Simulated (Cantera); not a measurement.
Input: 1 mol CF4, 0.3 mol F2.

Cantera equilibrium calculation (NASA polynomials, part measured and part estimated; ideal gas, pure solids and liquids). Candidate condensed phases: C; 13 gas species. Kinetics and transport are ignored.

Stable condensed phases, one row left out:

```
T in K \ P in Pa
              1    3.2     10     32    100    320   1000   3200  10000  32000 100000
   2723       A      A      A      B      B      B      B      A      A      A      A
   2573       A      B      B      B      B      B      A      A      A      A      A
   2423       B      B      B      B      B      A      A      A      A      A      A
   2273       B      B      B      B      A      A      A      A      A      A      A
   1973       B      B      A      A      A      A      A      A      A      A      A
   1823       A      A      A      A      A      A      A      A      A      A      A
   1673       A      A      A      A      A      A      A      A      A      A      A
   1523       A      A      A      A      A      A      A      A      A      A      A
   1373       A      A      A      A      A      A      A      A      A      A      A
   1223       A      A      A      A      A      A      A      A      A      A      A
   1073       A      A      A      A      A      A      A      A      A      A      A
    923       A      A      A      A      A      A      A      A      A      A      A
    773       A      A      A      A      A      A      A      A      A      A      A
```

A: gas only; B: C.

Problem. Give the row for 2123 K.

Solution. 1: C; 3.2: C; 10: C; 32: gas only; 100: gas only; 320: gas only; 1000: gas only; 3200: gas only; 10000: gas only; 32000: gas only; 100000: gas only.
